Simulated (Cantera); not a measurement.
An isothermal, constant-pressure homogeneous reactor starts with 1.38 % H₂, 98.6 % O₂, equivalence ratio 0.0070, at 1123 K and 210 Pa.

Cantera simulation using the H2/O2 subset of GRI-Mech 3.0, which has no nitrogen chemistry; the numbers are that mechanism's predictions, not measurements. Radical loss at walls, strong at low pressure, is not modelled.

Question: Predict: x(H₂) at 3.00 s; x(O₂) at 3.00 s; x(H) at 3.00 s; x(H₂O) at 3.00 s; x(HO₂) at 3.00 s; x(O) at 3.00 s.

Answer: 
```json
{
 "x(H₂) at 3.00 s": "4.02e-5 (gas-phase equilibrium 7.07e-10)",
 "x(O₂) at 3.00 s": "0.980 (gas-phase equilibrium 0.986)",
 "x(H) at 3.00 s": "0.000341 (gas-phase equilibrium 2.49e-11)",
 "x(H₂O) at 3.00 s": "0.0134 (gas-phase equilibrium 0.0139)",
 "x(HO₂) at 3.00 s": "2.01e-7 (gas-phase equilibrium 1.37e-9)",
 "x(O) at 3.00 s": "0.00555 (gas-phase equilibrium 9.59e-8)"
}
```
